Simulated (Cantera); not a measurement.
Feed: 1 mol Si₃H₈, 0.013 mol Cl₂, 3.3 mol N₂, held at 1.33 mbar.

Equilibrium computed with Cantera from the NASA thermochemical tables; the gas is ideal and each condensed phase is pure. Candidate condensed phases: NH₄Cl, Si, Si₃N₄; 28 gas species. The feed counts by its element totals alone. The numbers say what is thermodynamically allowed, not how fast it happens.

Problem. At 1275 °C, list the 5 most abundant gas species with their mole fractions, and the condensed phases.

Solution. H₂ 0.750, N₂ 0.245, HCl 0.00478, H 0.000730, SiCl₂ 5.16e-5. Condensed: Si₃N₄(s).
